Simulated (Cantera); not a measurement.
Feed: 1 mol PbO, 5.4 mol CO, 0.36 mol N2, equilibrated at 1150 K.

These are equilibrium values from Cantera (NASA tables, ideal gas, pure condensed phases), not measurements of a reactor. Candidate condensed phases: C, Pb, PbO, PbO2, Pb3O4; 27 gas species. Equilibrium is a limit: real reactors are often held back by kinetics, nucleation or transport.

**Question.** What share of the Pb ends up in condensed phases as a function of P (Pa), at 10, 42, 180, 750, 3200, 13000, 56000, 240000, 1000000?

**Answer.** 
| P (Pa) | Pb condensed (%) | as |
|---|---|---|
| 10 | 0.0 | - |
| 42 | 0.0 | - |
| 180 | 0.0 | - |
| 750 | 76.9 | Pb(l) |
| 3200 | 94.7 | Pb(l) |
| 13000 | 98.7 | Pb(l) |
| 56000 | 99.7 | Pb(l) |
| 240000 | 99.9 | Pb(l) |
| 1000000 | 100.0 | Pb(l) |
